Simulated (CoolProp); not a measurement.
CH2F2 (R32) at 293.15 K and 3 MPa flows at 15 m/s in a round tube of 1 mm bore and 15 µm roughness, fully developed (64/Re and Nu = 3.66 if laminar; Colebrook and Gnielinski if turbulent). Each further row changes one setting.

Values from CoolProp's reference Helmholtz-energy equation of state, Tillner-Roth 1997.

```csv
case,Reynolds number,Darcy friction factor,pressure drop (Pa/m),heat-transfer coefficient (W/(m² K)),mass flow (kg/h)
as stated,121000,0.0441,4910000,111000,42.0
velocity 30 m/s,243000,0.0439,1.95e7,221000,84.0
diameter 2 mm,243000,0.0348,1940000,90300,168
```

Viscosity comes from a separate model (Bell 2016), an estimate that may be off by 10 % or more. Thermal conductivity comes from a separate model (Huber 2003), an estimate that may be off by 10 % or more.
